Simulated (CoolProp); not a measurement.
R410A along the isotherm 278.6 K: fugacity coefficient from the reference equation and from simpler models built on Tc = 344.5 K, pc = 49.01 bar, ω = 0.296; each cubic takes its own stable root.

Computed with CoolProp (reference Helmholtz-energy equation of state, Lemmon 2003). It is a pseudo-pure fit of the blend.

```tsv
p (bar)	phase	reference	van der Waals	Redlich-Kwong	Soave-Redlich-Kwong
0.775	gas	0.9872	0.9922	0.9902	0.9893
1.25	gas	0.9794	0.9875	0.9842	0.9828
2.02	gas	0.9667	0.9798	0.9745	0.9723
3.27	gas	0.9462	0.9673	0.9588	0.9552
5.28	gas	0.9134	0.9473	0.9337	0.9278
13.8	liquid	0.5865	0.8619	0.7917	0.6135
22.3	liquid	0.3714	0.7182	0.5047	0.3904
36	liquid	0.2388	[?]	0.3277	0.2529
58.1	liquid	0.1570	0.3271	0.2189	0.1683
93.9	liquid	0.1068	[?]	0.1524	0.1167
152	liquid	0.07677	[?]	0.1134	0.08627
245	liquid	0.06038	0.1747	0.09381	0.07079
```

**Question.** Some entries are withheld; supply them.

**Answer.** 
- 36, van der Waals: 0.4755
- 93.9, van der Waals: 0.2384
- 152, van der Waals: 0.1902

At some of these states van der Waals gives the other phase, because its saturation line lies elsewhere.
